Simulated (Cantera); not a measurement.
Input (Python, Cantera):

```python
import numpy as np
import cantera as ct

gas = ct.Solution("gri30.yaml")
gas.TPX = 648, 500000, {'CH4': 1, 'O2': 1.43, 'N2': 7.3}
inlet = ct.Reservoir(gas, clone=True)
gas.equilibrate("HP")  # start burning
reactor = ct.IdealGasConstPressureReactor(gas, energy="on", clone=False)
exhaust = ct.Reservoir(gas, clone=True)
tau = [0.19, 0.09, 0.042, 0.02, 0.0094, 0.0044, 0.0021, 0.00098, 0.00046, 0.00022, 0.0001, 4.8e-05, 2.3e-05][0]
for a, b in ((inlet, reactor), (reactor, exhaust)):
    ct.MassFlowController(a, b, mdot=lambda t: reactor.mass / tau)
net = ct.ReactorNet([reactor])
show = ['CH4', 'O2', 'CO2', 'HO2', 'C2H2', 'CH2']

rows = []
print(f"{'tau/s':>10s}{'T/K':>9s}" + "".join(f"{s:>11s}" for s in show))
for tau in [0.19, 0.09, 0.042, 0.02, 0.0094, 0.0044, 0.0021, 0.00098, 0.00046, 0.00022, 0.0001, 4.8e-05, 2.3e-05]:
    net.initial_time = 0.0
    net.advance(30 * tau)
    before = gas.X
    net.advance(40 * tau)
    drift = np.max(np.abs(gas.X - before) / (gas.X + 1e-9))
    rows.append([gas.T, *gas[show].X, drift])
    print(f"{tau:10.3e}{gas.T:9.1f}" + "".join(f"{x:11.3e}" for x in gas[show].X))
```

Output:

```
     tau/s      T/K        CH4         O2        CO2        HO2       C2H2        CH2
 1.900e-01   1983.5  5.319e-04  6.064e-05  3.766e-02  1.635e-08  8.250e-05  1.355e-07
 9.000e-02   1985.0  8.931e-04  1.223e-04  3.792e-02  3.349e-08  2.166e-04  2.598e-07
 4.200e-02   1986.6  1.389e-03  2.453e-04  3.827e-02  6.908e-08  4.693e-04  4.886e-07
 2.000e-02   1987.5  1.970e-03  4.722e-04  3.862e-02  1.392e-07  8.184e-04  8.780e-07
 9.400e-03   1986.2  2.626e-03  8.956e-04  3.881e-02  2.849e-07  1.218e-03  1.548e-06
 4.400e-03   1980.7  3.335e-03  1.660e-03  3.859e-02  5.938e-07  1.586e-03  2.641e-06
 2.100e-03   1968.0  4.114e-03  2.979e-03  3.768e-02  1.255e-06  1.860e-03  4.237e-06
 9.800e-04   1941.0  5.217e-03  5.520e-03  3.553e-02  2.911e-06  2.031e-03  6.319e-06
 4.600e-04   1874.2  7.682e-03  1.177e-02  3.056e-02  8.378e-06  2.057e-03  7.290e-06
 2.200e-04    648.0  1.028e-01  1.470e-01 -1.538e-16  2.349e-15 -7.034e-18  6.123e-34
 1.000e-04    648.0  1.028e-01  1.470e-01 -7.027e-20  1.069e-15 -3.213e-21  1.319e-34
 4.800e-05    648.0  1.028e-01  1.470e-01 -3.944e-23  5.130e-16 -1.803e-24  3.533e-35
 2.300e-05    648.0  1.028e-01  1.470e-01 -7.634e-26  2.462e-16 -3.490e-27  1.161e-35
```

Detailed kinetics in Cantera: GRI-Mech 3.0 (53 species, 325 reactions).
